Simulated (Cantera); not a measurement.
A closed system holds: 1 mol SiH2Cl2, 0.081 mol CH4, 880 mol H2, held at 1300 °C and 11.0 mbar.

Equilibrium computed with Cantera from the NASA thermochemical tables; the gas is ideal and each condensed phase is pure. Candidate condensed phases: C, C6H6, C7H8, C8H18, Si, SiC; 109 gas species. Mutual solubility and eutectic melting of coexisting phases are not modelled. Rates play no part.

Base state: H2 0.997, HCl 0.00223, H 0.000387, SiCl2 1.69e-5 (mole fractions); condensed: Si(s) + SiC(s).

Question: What changes in the equilibrium state with this change: SiH2Cl2 replaced by CH3SiCl3?

Answer: 
| species | before | after |
|---|---|---|
| H2 | 0.997 | 0.996 |
| HCl | 0.00223 | 0.00339 |
| H | 0.000387 | 0.000387 |
| C2H2 (acetylene) | 1.88e-9 | 2.06e-5 |
| SiCl2 | 1.69e-5 | 3.75e-7 |
| CH4 | 1.92e-7 | 2.00e-5 |
| Si(s), mol | 0.895 | 0 |
| SiC(s), mol | 0.0808 | 1.000 |
| C(graphite), mol | 0 | 0.0272 |
The feed counts by its element totals alone.

Question: What changes in the equilibrium state with this change: SiH2Cl2 replaced by Si(CH3)4?

Answer: 
| species | before | after |
|---|---|---|
| H2 | 0.997 | 1.000 |
| H | 0.000387 | 0.000388 |
| C2H2 (acetylene) | 1.88e-9 | 2.06e-5 |
| HCl | 0.00223 | 0 |
| SiCl2 | 1.69e-5 | 0 |
| CH4 | 1.92e-7 | 2.02e-5 |
| Si(s), mol | 0.895 | 0 |
| SiC(s), mol | 0.0808 | 1.000 |
| C(graphite), mol | 0 | 3.03 |
